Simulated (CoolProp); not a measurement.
Vapour-liquid equilibrium of methanol (1) + dimethyl carbonate (2) at 80.95 °C; x and y are mole fractions of (1).

The numbers come from the multi-fluid Helmholtz-energy mixture model, de Reuck 1993 and Zhou 2011; pair parameters Bell 2016 in CoolProp.

| x | bubble pressure (kPa) | y at the bubble point | dew pressure at overall composition x (kPa) | liquid density (mol/L) |
|---|---|---|---|---|
| 0.05 | 94.54 | 0.231 | 78.52 | [?] |
| 0.15 | 123.9 | 0.456 | 86.72 | 11.87 |
| 0.25 | 144.5 | 0.568 | 96.53 | 12.57 |
| 0.35 | [?] | 0.638 | [?] | 13.37 |
| 0.45 | [?] | 0.687 | 123.0 | 14.29 |
| 0.55 | [?] | 0.728 | 140.9 | 15.34 |
| 0.65 | 183.0 | [?] | 161.7 | 16.56 |
| 0.75 | 187.3 | 0.808 | 180.8 | 17.99 |
| 0.85 | 189.9 | 0.863 | [?] | 19.68 |
| 0.95 | [?] | 0.943 | 189.3 | 21.68 |

### Question
Some entries are withheld; supply them.

### Answer

- 0.05, liquid density (mol/L): 11.24
- 0.35, bubble pressure (kPa): 159.1
- 0.35, dew pressure at overall composition x (kPa): 108.4
- 0.45, bubble pressure (kPa): 169.6
- 0.55, bubble pressure (kPa): 177.2
- 0.65, y at the bubble point: 0.766
- 0.85, dew pressure at overall composition x (kPa): 189.6
- 0.95, bubble pressure (kPa): 189.5

y crosses x between x = 0.85 and 0.95: the model has an azeotrope there.

Pair parameters are fitted to limited data, so mixtures are less certain than the pure fluids.
